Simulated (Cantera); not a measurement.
Charge: 1 mol SiHCl₃, 63 mol H₂, equilibrated at 1.00 bar.

Cantera equilibrium calculation (NASA polynomials, part measured and part estimated; ideal gas, pure solids and liquids). Candidate condensed phases: Si; 19 gas species. The tables' values for SiCl₃ are old estimates; treat these amounts as uncertain. Kinetics and transport are ignored.

x: gas mole fraction; n: condensed amount in mol.

```
T (K)   x H₂   x HCl  x SiHCl₃  x SiCl₄  n Si(s)
-----  -----  ------  --------  -------  -------
1100   0.978  0.0116   0.00513      ___    0.315
1150   0.975  0.0155   0.00444      ___    0.380
1200   0.972  0.0198   0.00364      ___    0.449
1250   0.968  0.0241   0.00281      ___    0.516
1300   0.965  0.0279   0.00201      ___    0.573
1350   0.963  0.0310   0.00133      ___    0.617
1400   0.961  0.0331  0.000831      ___    0.646
```

Task: Fill in the missing entries.

Result: 
- 1100, x SiCl₄: 0.00415
- 1150, x SiCl₄: 0.00348
- 1200, x SiCl₄: 0.00273
- 1250, x SiCl₄: 0.00196
- 1300, x SiCl₄: 0.00127
- 1350, x SiCl₄: 0.000749
- 1400, x SiCl₄: 0.000405
